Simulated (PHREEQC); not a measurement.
Solution (20 °C): 0.98 mol/kgw CsOH and 0.11 mol/kgw NaAlO2. Closed to the air; pH follows from the charge balance.

Equilibrium calculation in PHREEQC: ion-association model, wateq4f.dat.

Question: The ionic strength comes out as 1.09 mol/kgw. What activity coefficients do Na+, Al(OH)4-, Cs+, OH- get?

Answer: Na+ 0.72, Al(OH)4- 0.62, Cs+ 0.81, OH- 0.58.

This is a speciation only: nothing precipitates in the calculation. Ionic strength above about 0.7 mol/kgw puts this run outside the model's range. Species that the database lacks are ignored.
